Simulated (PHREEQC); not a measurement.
0.15 g of hydrous ferric oxide (600 m²/g; 0.2 weak and 0.005 strong sites per Fe, Dzombak-Morel constants, diffuse double layer) in 1 kg of water with 0.001 mol/kgw of an inert sodium salt and 0.00095 mmol/kgw MnCl2 and 0.00045 mmol/kgw NiCl2, at 25 °C; the pH is set by adding NaOH or the inert anion's acid. The system is closed to oxygen. No CO2 enters from the air. Precipitation was switched off in this run.

The series has 13 steps of pH, from 4 to 10.

Model: ion-association model, wateq4f.dat, run in PHREEQC.

Q: Near which pH is half of the Mn sorbed, and on which side is more sorbed?

A: Near pH 6.9, with more sorbed at higher pH.

Q: Near which pH is half of the Ni sorbed, and on which side is more sorbed?

A: Near pH 6.5, with more sorbed at higher pH.

Complexes and solids missing from the database can't appear.
